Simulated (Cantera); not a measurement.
Input (Python, Cantera):

```python
import numpy as np
import cantera as ct

gas = ct.Solution("h2o2.yaml")
gas.TPX = 1173, 63000, {'H2': 1.4, 'O2': 1, 'N2': 1}
reactor = ct.IdealGasConstPressureReactor(gas, energy="off", clone=False)
net = ct.ReactorNet([reactor])
net.rtol, net.atol = 1e-08, 1e-18
show = ['H2', 'O2', 'H2O2', 'HO2', 'OH']
times = np.geomspace(0.0003, 4, 14)

steps = ct.SolutionArray(gas, extra=["t"])
rows = []
print(f"{'t/s':>10s}{'T/K':>9s}{'P/Pa':>11s}" + "".join(f"{s:>11s}" for s in show))
for t in times:
    while net.time < t:
        t_next = net.step()
        steps.append(gas.state, t=t_next)
    rows.append([np.interp(t, steps.t, y) for y in (steps.T, steps.P, *steps(*show).X.T)])
    print(f"{t:10.3e}{rows[-1][0]:9.1f}{rows[-1][1]:11.4g}" + "".join(f"{x:11.3e}" for x in rows[-1][2:]))
rate = np.gradient(steps.T, steps.t)
print("integrator steps:", len(steps.t))
if steps.T.max() > steps.T[0] + 200:
    print(f"time of steepest temperature rise: {steps.t[rate.argmax()]:.4e} s")
gas.TPX = 1173, 63000, {'H2': 1.4, 'O2': 1, 'N2': 1}
gas.equilibrate("TP")
print(f"equilibrium (TP): T = {gas.T:.1f} K  " + "  ".join(f"{s} {gas[s].X[0]:.3e}" for s in show))
```

Output:

```
       t/s      T/K       P/Pa         H2         O2       H2O2        HO2         OH
 3.000e-04   1173.0    6.3e+04  2.938e-03  1.122e-01  8.805e-06  7.688e-05  2.944e-04
 6.229e-04   1173.0    6.3e+04  1.489e-03  1.117e-01  4.924e-06  4.760e-05  1.211e-04
 1.293e-03   1173.0    6.3e+04  7.982e-04  1.114e-01  2.280e-06  2.854e-05  5.748e-05
 2.686e-03   1173.0    6.3e+04  4.122e-04  1.113e-01  8.454e-07  1.592e-05  3.161e-05
 5.576e-03   1173.0    6.3e+04  1.852e-04  1.112e-01  2.498e-07  7.656e-06  1.949e-05
 1.158e-02   1173.0    6.3e+04  6.345e-05  1.111e-01  6.049e-08  2.783e-06  1.323e-05
 2.404e-02   1173.0    6.3e+04  1.275e-05  1.111e-01  1.731e-08  5.885e-07  1.022e-05
 4.992e-02   1173.0    6.3e+04  8.612e-07  1.111e-01  9.291e-09  5.194e-08  8.661e-06
 1.036e-01   1173.0    6.3e+04  2.950e-08  1.111e-01  6.344e-09  1.316e-08  7.213e-06
 2.152e-01   1173.0    6.3e+04  1.688e-08  1.111e-01  4.221e-09  1.205e-08  5.838e-06
 4.468e-01   1173.0    6.3e+04  1.457e-08  1.111e-01  3.013e-09  1.216e-08  4.894e-06
 9.278e-01   1173.0    6.3e+04  1.414e-08  1.111e-01  2.610e-09  1.238e-08  4.537e-06
 1.926e+00   1173.0    6.3e+04  1.412e-08  1.111e-01  2.567e-09  1.241e-08  4.498e-06
 4.000e+00   1173.0    6.3e+04  1.412e-08  1.111e-01  2.567e-09  1.241e-08  4.497e-06
integrator steps: 1725
equilibrium (TP): T = 1173.0 K  H2 1.412e-08  O2 1.111e-01  H2O2 2.567e-09  HO2 1.241e-08  OH 4.497e-06
```

Model: the H2/O2 subset of GRI-Mech 3.0, which has no nitrogen chemistry, integrated in Cantera. The temperature is held fixed by assumption; the heat of reaction is taken as removed at once.
